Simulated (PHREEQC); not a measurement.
Dissolve 1.9 mol/kgw HCl and 0.0132 mol/kgw FeCl2 at 83 °C. It is in equilibrium with CO2 at log p = -3.4 (atm). Otherwise closed; pH follows from the charge balance.

Equilibrium calculation in PHREEQC: Pitzer model, pitzer.dat.

```
Quantity                   Result
-------------------  ------------
pH                          -0.38
ionic strength       1.94 mol/kgw
activity of water           0.925
density               1.003 g/cm³
osmotic coefficient         1.128
total alkalinity     -1900 meq/kg
```

```json
[
 {"species": "Cl-", "molality": "1.93", "activity": "1.10", "log γ": "-0.245"},
 {"species": "H+", "molality": "1.90", "activity": "2.42", "log γ": "0.104"},
 {"species": "Fe+2", "molality": "0.0132", "activity": "0.00354", "log γ": "-0.571"},
 {"species": "CO2", "molality": "4.96e-6", "activity": "4.87e-6", "log γ": "-0.008"}
]
```

Precipitation was switched off in this run. In brines, pH and single-ion activities rest on the MacInnes convention. Away from 25 °C the constants follow the database's enthalpies or fits; those with neither stay at their 25 °C values.
